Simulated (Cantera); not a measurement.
# Reactions in the system Ba-N-O

Source: NASA polynomial tables (part measured, part estimated), evaluated in Cantera. Values are per mole of reaction as written; species without (g) are pure solids or liquids, kept so even where they would boil at 1 bar.

N₂O(g) + BaO → 2 NO(g) + Ba

```json
[
 {"T (K)": "300", "ΔH° (kJ)": "649.1", "ΔS° (J/K)": "191.8", "ΔG° (kJ)": "591.5", "log10 K": "-102.99", "condensed phases": "BaO(s), Ba(s)"},
 {"T (K)": "1675", "ΔH° (kJ)": "648.8", "ΔS° (J/K)": "191.1", "ΔG° (kJ)": "328.8", "log10 K": "-10.25", "condensed phases": "BaO(s), Ba(l)"},
 {"T (K)": "1700", "ΔH° (kJ)": "648.6", "ΔS° (J/K)": "190.9", "ΔG° (kJ)": "324.0", "log10 K": "-9.96", "condensed phases": "BaO(s), Ba(l)"},
 {"T (K)": "1725", "ΔH° (kJ)": "648.3", "ΔS° (J/K)": "190.8", "ΔG° (kJ)": "319.2", "log10 K": "-9.67", "condensed phases": "BaO(s), Ba(l)"},
 {"T (K)": "1750", "ΔH° (kJ)": "648.0", "ΔS° (J/K)": "190.6", "ΔG° (kJ)": "314.5", "log10 K": "-9.39", "condensed phases": "BaO(s), Ba(l)"},
 {"T (K)": "1775", "ΔH° (kJ)": "647.8", "ΔS° (J/K)": "190.5", "ΔG° (kJ)": "309.7", "log10 K": "-9.11", "condensed phases": "BaO(s), Ba(l)"},
 {"T (K)": "1800", "ΔH° (kJ)": "647.5", "ΔS° (J/K)": "190.3", "ΔG° (kJ)": "304.9", "log10 K": "-8.85", "condensed phases": "BaO(s), Ba(l)"},
 {"T (K)": "1825", "ΔH° (kJ)": "647.3", "ΔS° (J/K)": "190.2", "ΔG° (kJ)": "300.2", "log10 K": "-8.59", "condensed phases": "BaO(s), Ba(l)"}
]
```
